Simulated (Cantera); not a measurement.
**Thermodynamics of silicon carbide growth, feed (CH3)2SiCl2 + H2**

Feed: 1 mol (CH3)2SiCl2, 4 mol H2, at 1873 K and 16000 Pa.

These are equilibrium values from Cantera (NASA tables, ideal gas, pure condensed phases), not measurements of a reactor. Candidate condensed phases: C, C6H6, C7H8, C8H18, Si, SiC; 109 gas species. The feed counts by its element totals alone. The tables' values for SiCl3, SiCl are old estimates; treat these amounts as uncertain. Equilibrium is a limit: real reactors are often held back by kinetics, nucleation or transport.

```
Quantity                              Value
--------------------------------  ---------
x(H2)                                 0.756
x(HCl)                                0.235
x(SiCl2)                            0.00679
x(H)                                0.00140
x(Cl)                              0.000330
x(SiCl3)                           0.000273
x(C2H2 (acetylene))                0.000236
x(CH4)                              5.57e-5
x(SiCl4)                            1.55e-5
n(C(graphite))                     1.05 mol
n(SiC(s))                         0.943 mol
gas amount                        8.005 mol
log10 activity of Si(l) (absent)      -1.48
```
